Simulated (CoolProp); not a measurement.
Vapour-liquid equilibrium of R114 (1) + n-heptane (2) at 106.65 °C; x and y are mole fractions of (1).

Computed with CoolProp (multi-fluid Helmholtz-energy mixture model, Platzer 1990 and Span 2003; pair parameters Bell 2016). This equation is an older, rougher fit; its heat capacities, sound speeds and derivatives of the liquid may be far off and weren't checked against measurements.

Task: Give the bubble pressure and the first vapour's composition at x = 0.275, 0.425, 0.875. Is there an azeotrope?

Result: x = 0.275: 5.926 bar, y = 0.807; x = 0.425: 8.082 bar, y = 0.871; x = 0.875: 14.05 bar, y = 0.969. No azeotrope shows between x = 0.05 and 0.95.

The pair parameters rest on a limited set of measurements; away from them the model extrapolates. The gap from Raoult's law changes sign with composition, which may be real or a fault of the pair parameters; it wasn't checked against measurements.
